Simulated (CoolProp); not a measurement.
Dimethyl carbonate at 381.86 K and 0.102 MPa is throttled through a valve to 0.0494 MPa with no heat exchange. Each further row changes one setting.

Values from CoolProp's reference Helmholtz-energy equation of state, Zhou 2011.

```
case                        temperature change (K)  final density (kg/m³)
--------------------------  ----------------------  ---------------------
as stated                                      [?]                   1.42
outlet pressure 0.0148 MPa                     [?]                    [?]
outlet pressure 0.0642 MPa                     [?]                    [?]
```

**Question.** Fill in the missing entries.

**Answer.** 
- as stated, temperature change (K): -1.1
- outlet pressure 0.0148 MPa, temperature change (K): -1.8
- outlet pressure 0.0148 MPa, final density (kg/m³): 0.423
- outlet pressure 0.0642 MPa, temperature change (K): -0.8
- outlet pressure 0.0642 MPa, final density (kg/m³): 1.85
